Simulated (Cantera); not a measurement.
A perfectly stirred reactor is fed with H2 : O2 : N2 : H2O = 1 : 0.725 : 2.72 : 0.33 (molar parts), at 0.340 bar; it is adiabatic with a 448 K inlet, and is followed from long to short residence time, starting on the burning branch (τ in s: 0.054, 0.031, 0.017, 0.0099, 0.0056, 0.0032, 0.0018, 0.001, 0.00058, 0.00033, 0.00019, 0.00011, 6.1e-05).

Computed with Cantera and GRI-Mech 3.0 (53 species, 325 reactions).

Q: What does this change do: H2 1 to 1.5 parts?

A: 
```tsv
quantity	before	after
blow-out, bracketed by the residence times tried	burning at 0.110 ms, out at 61.0 µs	burning at 61.0 µs, the shortest tried
x(H2) at τ = 54.0 ms	0.00253	0.0279
x(O2) at τ = 54.0 ms	0.0518	0.00639
x(H2O) at τ = 54.0 ms	0.304	0.361
x(OH) at τ = 54.0 ms	0.00595	0.00967
x(NO2) at τ = 54.0 ms	1.95e-8	5.46e-8
x(H2) at τ = 1.80 ms	0.0147	0.0475
x(O2) at τ = 1.80 ms	0.0556	0.0183
x(H2O) at τ = 1.80 ms	0.280	0.317
x(OH) at τ = 1.80 ms	0.0110	0.0145
x(NO2) at τ = 1.80 ms	1.79e-9	1.52e-9
```

Q: What does this change do: inlet temperature 448 to 600 K?

A: 
```json
[
 {"quantity": "blow-out, bracketed by the residence times tried", "before": "burning at 0.110 ms, out at 61.0 µs", "after": "burning at 61.0 µs, the shortest tried"},
 {"quantity": "x(H2) at τ = 54.0 ms", "before": "0.00253", "after": "0.00306"},
 {"quantity": "x(O2) at τ = 54.0 ms", "before": "0.0518", "after": "0.0515"},
 {"quantity": "x(H2O) at τ = 54.0 ms", "before": "0.304", "after": "0.303"},
 {"quantity": "x(OH) at τ = 54.0 ms", "before": "0.00595", "after": "0.00745"},
 {"quantity": "x(NO2) at τ = 54.0 ms", "before": "1.95e-8", "after": "5.87e-8"},
 {"quantity": "x(H2) at τ = 1.80 ms", "before": "0.0147", "after": "0.0162"},
 {"quantity": "x(O2) at τ = 1.80 ms", "before": "0.0556", "after": "0.0554"},
 {"quantity": "x(H2O) at τ = 1.80 ms", "before": "0.280", "after": "0.276"},
 {"quantity": "x(OH) at τ = 1.80 ms", "before": "0.0110", "after": "0.0133"},
 {"quantity": "x(NO2) at τ = 1.80 ms", "before": "1.79e-9", "after": "2.34e-9"}
]
```
